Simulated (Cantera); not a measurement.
Predominance diagram of Sr at 777 °C against the partial pressures of O2 and H2O (log10, bar). Source: NASA polynomial tables (part measured, part estimated), evaluated in Cantera. Candidates: Sr(l), SrO(s), Sr(OH)2(l). Only these pure phases compete in this equilibrium. Not in the tables: the peroxide.

### Question
Which phase is stable at these pairs, and which metal-bearing vapour leads over it? (1, 1); (-21.7, -6.9); (-11.5, -9.5); (-13.8, -14.8); (-12.6, -12.1); (-19.5, -9.5); (-2.4, -20)

### Answer
```csv
log p(O2),log p(H2O),phase,chief vapour,log p (bar)
1,1,Sr(OH)2(l),Sr(OH)2,-8.6
-21.7,-6.9,SrO(s),Sr(OH)2,-15.6
-11.5,-9.5,SrO(s),Sr(OH)2,-18.2
-13.8,-14.8,SrO(s),Sr,-20.0
-12.6,-12.1,SrO(s),SrO,-20.1
-19.5,-9.5,SrO(s),Sr,-17.2
-2.4,-20,SrO(s),SrO,-20.1
```
